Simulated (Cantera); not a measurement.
Input: 1 mol Pb, 0.15 mol O₂, a varied amount of N₂, equilibrated at 1.00 bar.

Method: chemical equilibrium by Gibbs-energy minimisation in Cantera with the NASA 1993 tables (ideal gas, pure condensed phases). Candidate condensed phases: Pb, PbO, PbO₂, Pb₃O₄; 12 gas species. Each liquid is taken as pure. Mutual solubility and eutectic melting of coexisting phases are not modelled. The numbers say what is thermodynamically allowed, not how fast it happens.

Stable condensed phases, one row left out:

```
T in K \ n(N₂) in mol
          0.2 0.38 0.72  1.4  2.6    5  9.6   18   35
   1623     A    A    A    A    A    A    B    B    B
   1473     A    A    A    A    A    A    A    A    A
   1398     A    A    A    A    A    A    A    A    A
   1323     A    A    A    A    A    A    A    A    A
   1248     A    A    A    A    A    A    A    A    A
   1173     A    A    A    A    A    A    A    A    A
   1098     A    A    A    A    A    A    A    A    A
   1023     A    A    A    A    A    A    A    A    A
    948     A    A    A    A    A    A    A    A    A
    873     A    A    A    A    A    A    A    A    A
```

A: Pb + PbO; B: gas only.

Question: Give the row for 1548 K.

Answer: 0.2: Pb + PbO; 0.38: Pb + PbO; 0.72: Pb + PbO; 1.4: Pb + PbO; 2.6: Pb + PbO; 5: Pb + PbO; 9.6: Pb + PbO; 18: gas only; 35: gas only.
